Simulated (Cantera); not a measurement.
What does this Cantera script print?

```python
import numpy as np
import cantera as ct

gas_names = """
    C CH CH2 CH3 CH2OH CH3O CH4 CH3OH CO COS CO2 COOH CS CS2 C2 C2H CHCO,ketyl C2H2,acetylene
    C2H2,vinylidene CH2CO,ketene C2H3,vinyl CH3CO,acetyl C2H4 C2H4O,ethylen CH3CHO,ethanal CH3COOH
    (HCOOH)2 C2H5 C2H6 CH3OCH3 C2H5OH C2O C3 C3H3,propargyl C3H4,allene C3H4,propyne C3H4,cyclo-
    C3H5,allyl C3H6,propylene C3H6,cyclo- C3H6O C3H7,n-propyl C3H7,i-propyl C3H8 C3H8O,1propanol
    C3H8O,2propanol C3O2 C4 C4H2 C4H4,1,3-cyclo- C4H6,butadiene C4H6,2-butyne C4H6,cyclo- C4H8,1-butene
    C4H8,cis2-buten C4H8,tr2-butene C4H8,isobutene C4H8,cyclo- (CH3COOH)2 C4H9,n-butyl C4H9,i-butyl
    C4H9,s-butyl C4H9,t-butyl C4H10,isobutane C4H10,n-butane C5 C5H6,1,3cyclo- C5H8,cyclo-
    C5H10,1-pentene C5H10,cyclo- C5H11,pentyl C5H11,t-pentyl C5H12,n-pentane C5H12,i-pentane
    CH3C(CH3)2CH3 C6H2 C6H5,phenyl C6H5O,phenoxy C6H6 C6H5OH,phenol C6H10,cyclo- C6H12,1-hexene
    C6H12,cyclo- C6H13,n-hexyl C7H7,benzyl C7H8 C7H8O,cresol C7H14,1-heptene C7H15,n-heptyl
    C7H16,n-heptane C8H8,styrene C8H10,ethylbenz C8H16,1-octene C8H17,n-octyl C8H18,isooctane
    C8H18,n-octane C9H19,n-nonyl C10H8,naphthale C10H21,n-decyl C12H9,o-bipheny C12H10,bipheny H HCO HO2
    H2 HCHO,formaldehy HCOOH H2O H2O2 H2S H2SO4 Mg MgH MgO MgOH MgO2H2 MgS Mg2 O OH O2 O3 S SH SO SO2
    SO3 S2 S2O S8
""".split()
cond_names = """
    C(gr) C6H6(L) C7H8(L) C8H18(L),n-octa H2O(s) H2O(L) H2SO4(L) Mg(cr) Mg(L) MgCO3(s) MgO(s) MgO(L)
    MgO2H2(s) MgS(s) MgSO4(s) MgSO4(L) S(cr1) S(cr2) S(L)
""".split()


def load(file, names, dense=False):
    # The tables refer to 1 bar. Condensed volumes are neglected.
    table = {s.name: s for s in ct.Species.list_from_file(file)}
    out = []
    for n in names:
        d = dict(table[n].input_data)
        d["thermo"] = dict(d["thermo"], **{"reference-pressure": 1e5})
        if dense:
            d["equation-of-state"] = {"model": "constant-volume", "density": "1e6 g/cm^3"}
        out.append(ct.Species.from_dict(d))
    return out


gas = ct.Solution(thermo="ideal-gas", species=load("nasa_gas.yaml", gas_names))
cond = {s.name: ct.Solution(thermo="fixed-stoichiometry", species=[s], name=s.name)
        for s in load("nasa_condensed.yaml", cond_names, dense=True)}
atoms = {
    'MgCO3': {'Mg': 1, 'C': 1, 'O': 3},
    'H2S': {'H': 2, 'S': 1},
    'CO2': {'C': 1, 'O': 2},
    'SO2': {'S': 1, 'O': 2},
}
top_T = {'C(gr)': 4500, 'MgS(s)': 2250}  # K; cautious upper limits of use, not melting points


def equilibrate(T, P, feed):
    n = {}
    for name, mol in feed.items():
        for a, k in atoms[name].items():
            n[a] = n.get(a, 0.0) + k * mol
    gas.TPX = T, P, n
    mass = sum(n.values()) * gas.mean_molecular_weight
    gas.equilibrate("TP")
    valid = [c for c in cond.values() if c.min_temp <= T <= top_T.get(c.name, c.max_temp)]
    mix = ct.Mixture([(gas, mass / gas.mean_molecular_weight)] + [(c, 0.0) for c in valid])
    mix.T, mix.P = T, P
    mix.equilibrate("TP", solver="vcs", rtol=1e-11, max_steps=5000)
    return mix


results = []
feed = {'MgCO3': 1, 'H2S': 0.11, 'CO2': 1.3, 'SO2': 0.14}  # mol
T = 1623  # K
P = 6400  # Pa
mix = equilibrate(T, P, feed)
results.append((T, P, feed, dict(zip(mix.species_names, mix.species_moles))))
print(gas.report(threshold=0.0001))
for i in range(1, mix.n_phases):
    print(f"{mix.phase(i).name:16s} {mix.phase_moles(i):12.5e} mol")
```

Result:

```
       temperature   1623 K
          pressure   6400 Pa
           density   0.020319 kg/m^3
  mean mol. weight   42.842 kg/kmol
   phase of matter   gas

                          1 kg             1 kmol
                     ---------------   ---------------
          enthalpy       -6.4919e+06       -2.7813e+08  J
   internal energy       -6.8068e+06       -2.9162e+08  J
           entropy              7529        3.2256e+05  J/K
    Gibbs function       -1.8711e+07       -8.0164e+08  J
 heat capacity c_p            1294.6             55462  J/K
 heat capacity c_v            1100.5             47148  J/K

                      mass frac. Y      mole frac. X     chem. pot. / RT
                     ---------------   ---------------   ---------------
                CO          0.078445           0.11998           -40.072
               CO2           0.76511           0.74483           -62.793
                H2        9.6048e-05         0.0020411           -27.778
               H2O          0.016521          0.039289           -50.499
                SO         0.0013666         0.0012182           -39.301
               SO2           0.13813          0.092384           -62.021
                S2        0.00023791        0.00015896            -33.16
     [ +123 minor]        9.0825e-05        9.6615e-05

C(gr)             0.00000e+00 mol
Mg(L)             0.00000e+00 mol
MgO(s)            1.00000e+00 mol
MgS(s)            0.00000e+00 mol
MgSO4(L)          0.00000e+00 mol
S(L)              0.00000e+00 mol
```

Equilibrium computed with Cantera from the NASA thermochemical tables; the gas is ideal and each condensed phase is pure.
